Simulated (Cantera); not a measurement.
Ignition delay

Mixture: CH4 : O2 : N2 = 1 : 1.67 : 6.27 (molar parts), at 100000 Pa, adiabatic and at constant pressure. Ignition delay is the time to a rise of 400 K.

Detailed kinetics in Cantera: GRI-Mech 3.0 (53 species, 325 reactions).

```tsv
T0 (K)	delay (ms)
1323	9.64
1373	5.20
1423	2.90
1473	1.67
1523	1.00
1573	0.624
```

* **apparent activation energy between 1473 and 1573 K**: 190 kJ/mol
